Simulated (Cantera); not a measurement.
An isothermal, constant-pressure homogeneous reactor starts with 36.4 % CH₄, 54.5 % CO₂, 9.09 % H₂, at 2200 K and 1.00 bar.

Cantera simulation using GRI-Mech 3.0 (53 species, 325 reactions); the numbers are that mechanism's predictions, not measurements.

One state of this run: x CH₄ = 0.000362; x CO₂ = 0.0212; x H₂ = 0.385; x C₂H₂ = 0.000604; x CH₂ = 7.88e-7; x O₂ = 6.04e-8. x: mole fraction; the columns are a selection and need not sum to one.

Which value of t (s) does it belong to?
A) 2.00e-6
B) 0.00342
C) 0.000989
D) 0.0118

D, 0.0118
